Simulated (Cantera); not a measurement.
Input: 1 mol SiH₂Cl₂, 21 mol NH₃, 35 mol N₂, held at 1650 K and 25.0 Pa.

Equilibrium computed with Cantera from the NASA thermochemical tables; the gas is ideal and each condensed phase is pure. Candidate condensed phases: NH₄Cl, Si, Si₃N₄; 28 gas species. The tables' values for SiCl are old estimates; treat these amounts as uncertain. Rates play no part.

Question: What is the equilibrium state?

Answer: 
| Quantity | Result |
|---|---|
| x(N₂) | 0.574 |
| x(H₂) | 0.399 |
| x(HCl) | 0.0187 |
| x(H) | 0.00363 |
| x(SiCl₂) | 0.00313 |
| x(Si) | 0.00107 |
| x(Cl) | 0.000134 |
| x(SiCl) | 0.000115 |
| x(SiH) | 1.95e-5 |
| n(Si(s)) | 0.652 mol |
| gas amount | 79.24 mol |
